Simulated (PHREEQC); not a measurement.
A solution holds 0.06 mol/kgw HCl, 0.0029 mol/kgw CuSO4 and 0.016 mol/kgw Fe2(SO4)3, at 25 °C. It is in equilibrium with CO2 at log p = 0 (atm). Otherwise closed; pH follows from the charge balance.

The numbers come from PHREEQC with the ion-association model, phreeqc.dat.

Precipitation was switched off in this run.

Problem. Predict the pH, ionic strength.

Solution. pH 1.46; ionic strength 0.116 mol/kgw.

Problem. In which forms is S present?

Solution. FeSO4+ 42 %, HSO4- 26 %, SO4-2 17 %, FeHSO4+2 8.4 %, Fe(SO4)2- 5.6 %, CuSO4 1.0 % of the S.

Saturation is exceeded, for instance for Hematite (slow to form), Goethite (slow to form); the values hold only as long as no solid forms. Complexes and solids missing from the database can't appear.
